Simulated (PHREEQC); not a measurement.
Dissolve 0.0014 mol HF, 0.024 mol NH4F, 0.21 mol H3PO4 and 0.069 mol H2SO4 per kg of water at 25 °C and 100 atm. Closed to the air; pH follows from the charge balance.

Equilibrium calculation in PHREEQC: ion-association model, phreeqc.dat.

```json
{
  "pH": "1.14",
  "ionic_strength": "0.129 mol/kgw",
  "activity_of_water": "0.993",
  "specific_conductance": "31400 µS/cm",
  "density": "1.017 g/cm³",
  "total_alkalinity": "-349 meq/kg"
}
```

| species | molality | activity | log γ |
|---|---|---|---|
| H3PO4 | 0.186 | 0.191 | 0.013 |
| H+ | 0.0889 | 0.0725 | -0.088 |
| HSO4- | 0.0499 | 0.0383 | -0.114 |
| HF | 0.0250 | 0.0257 | 0.013 |
| H2PO4- | 0.0244 | 0.0189 | -0.111 |
| NH4+ | 0.0224 | 0.0162 | -0.141 |
| SO4-2 | 0.0175 | 0.00602 | -0.464 |
| NH4SO4- | 0.00160 | 0.00123 | -0.114 |

This is a speciation only: nothing precipitates in the calculation. Under pressure, the constants of complexes without a molar volume in the database are unreliable.
